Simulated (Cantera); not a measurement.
A freely propagating, adiabatic, planar premixed flame of 14.3 % CO, 5.29 % H₂, 2.86 % CH₄, 16.3 % O₂, 61.3 % N₂, equivalence ratio 0.95, unburnt at 600 K and 3.80 bar; mixture-averaged transport, grid criteria slope 0.08 and curve 0.16, no radiation.

Model: GRI-Mech 3.0 (53 species, 325 reactions), integrated in Cantera. Burning velocities carry a grid error of a few per cent, more on coarse grids.

x: mole fraction of selected species; z is measured from the peak of heat release.

```csv
z (mm),T (K),u (m/s),x CO,x H₂,x CH₄,x C₂H₆,x CH₂,x HCN
-0.304,600,1.66,0.143,0.0526,0.0286,<1e-8,<1e-8,<1e-8
-0.203,600,1.66,0.143,0.0517,0.0286,<1e-8,<1e-8,<1e-8
-0.152,601,1.66,0.143,0.0504,0.0286,(withheld),<1e-8,<1e-8
-0.101,609,1.68,0.144,0.0466,0.0286,(withheld),<1e-8,<1e-8
-0.0507,742,2.03,0.143,0.0361,0.0261,(withheld),1.62e-8,<1e-8
-0.0254,1078,2.93,0.139,0.0271,0.0182,(withheld),1.20e-6,4.09e-8
0,1523,4.12,0.127,0.0172,0.00517,(withheld),9.12e-6,1.51e-7
0.0254,1776,4.76,0.104,0.00983,0.000336,(withheld),2.37e-6,1.51e-7
0.0507,1905,5.05,0.0830,0.00768,1.05e-5,<1e-8,1.32e-7,4.95e-8
0.101,2056,5.38,0.0614,0.00728,1.33e-8,<1e-8,<1e-8,<1e-8
0.203,2203,5.70,0.0479,0.00622,<1e-8,<1e-8,<1e-8,<1e-8
0.406,2326,5.97,0.0382,0.00465,<1e-8,<1e-8,<1e-8,<1e-8
0.812,2416,6.16,0.0297,0.00341,<1e-8,<1e-8,<1e-8,<1e-8
```

Q: What belongs in the gaps?

A: 
- -0.152, x C₂H₆: 1.24e-8
- -0.101, x C₂H₆: 2.33e-7
- -0.0507, x C₂H₆: 1.27e-5
- -0.0254, x C₂H₆: 5.18e-5
- 0, x C₂H₆: 1.23e-5
- 0.0254, x C₂H₆: 5.39e-8
